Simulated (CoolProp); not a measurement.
Vapour-liquid equilibrium of R22 (1) + R114 (2) at 7.12 bar; x and y are mole fractions of (1).

Values from CoolProp's multi-fluid Helmholtz-energy mixture model, Kamei 1995 and Platzer 1990; pair parameters Bell 2016. This equation is an older, rougher fit; its heat capacities, sound speeds and derivatives of the liquid may be far off and weren't checked against measurements.

**Question.** Give the bubble temperature and the first vapour's composition at x = 0.05, 0.8, 0.95. Is there an azeotrope?

**Answer.** x = 0.05: 60.2 °C, y = 0.193; x = 0.8: 16.9 °C, y = 0.924; x = 0.95: 12.8 °C, y = 0.982. No azeotrope shows between x = 0.05 and 0.95.

Pair parameters are fitted to limited data, so mixtures are less certain than the pure fluids.
